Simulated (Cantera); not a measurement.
**Chlorosilane synthesis and conversion: SiCl₄ + H₂**

A closed system holds: 1 mol SiCl₄, 0.5 mol H₂, at 1073 K and 7500 Torr.

Cantera equilibrium calculation (NASA polynomials, part measured and part estimated; ideal gas, pure solids and liquids). Candidate condensed phases: Si; 19 gas species. The tables' values for SiCl₃ are old estimates; treat these amounts as uncertain. Rates play no part.

```json
{
 "x(SiCl₄)": "0.619",
 "x(H₂)": "0.286",
 "x(HCl)": "0.0476",
 "x(SiHCl₃)": "0.0456",
 "x(SiCl₃)": "0.00112",
 "x(SiH₂Cl₂)": "0.000392",
 "x(SiCl₂)": "3.26e-5",
 "gas_amount": "1.501 mol",
 "log10 activity of Si(s) (absent)": "-2.67"
}
```
